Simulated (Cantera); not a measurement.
Input: 1 mol (CH3)2SiCl2, 0.14 mol HCl, a varied amount of H2, 0.13 mol CH4, equilibrated at 2500 K and 100 Torr.

Cantera equilibrium calculation (NASA polynomials, part measured and part estimated; ideal gas, pure solids and liquids). Candidate condensed phases: C, C6H6, C7H8, C8H18, Si, SiC; 109 gas species. The feed counts by its element totals alone. Gases not in the tables: Si2H6 and higher silanes. Rates play no part.

**Question.** Which condensed phases are stable at each of these points (n(H2) (mol)): 17, 23, 32, 45, 62, 86, 120, 170, 230, 320?

**Answer.** 
```tsv
n(H2) (mol)	condensed phases	Si condensed (%)
17	C(graphite) + SiC(s)	58.5
23	C(graphite) + SiC(s)	50.9
32	C(graphite) + SiC(s)	38.7
45	C(graphite) + SiC(s)	20.3
62	C(graphite)	0.0
86	gas only	0.0
120	gas only	0.0
170	gas only	0.0
230	gas only	0.0
320	gas only	0.0
```

From 17 mol H2 to 45 mol H2 the condensed part is C(graphite) + SiC(s). At 62 mol H2 the condensed part is C(graphite). From 86 mol H2 to 320 mol H2 nothing is condensed.
